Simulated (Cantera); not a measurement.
An isothermal, constant-pressure homogeneous reactor starts with 31.2 % CH4, 68.8 % H2O, at 1525 K and 10.0 bar.

Detailed kinetics in Cantera: GRI-Mech 3.0 (53 species, 325 reactions).

x: mole fraction; the columns are a selection and need not sum to one.

```tsv
t (s)	x CH4	x H2O	x CO2	x H2O2	x H	x O2
0.000100	0.312	0.687	4.33e-12	<1e-12	3.29e-8	<1e-12
0.000389	0.311	0.687	7.34e-10	<1e-12	5.17e-8	<1e-12
0.00152	0.305	0.686	1.28e-7	1.60e-12	1.52e-7	4.35e-12
0.00590	0.284	0.676	6.80e-6	1.49e-12	5.32e-7	1.45e-11
0.0230	…	0.646	…	1.08e-12	…	5.64e-12
0.0894	0.150	0.597	0.00203	<1e-12	2.94e-6	2.17e-12
0.348	0.137	…	…	<1e-12	…	1.55e-12
1.36	0.132	0.451	0.0267	<1e-12	4.23e-6	<1e-12
5.28	0.0971	0.358	0.0299	<1e-12	4.84e-6	<1e-12
20.5	0.0491	0.278	0.0270	<1e-12	5.37e-6	<1e-12
80.0	0.0114	0.224	0.0233	<1e-12	5.72e-6	<1e-12
```

### Question
What belongs in the gaps?

### Answer

- 0.0230, x CH4: 0.228
- 0.0230, x CO2: 0.000134
- 0.0230, x H: 1.44e-6
- 0.348, x H2O: 0.538
- 0.348, x CO2: 0.0135
- 0.348, x H: 3.73e-6
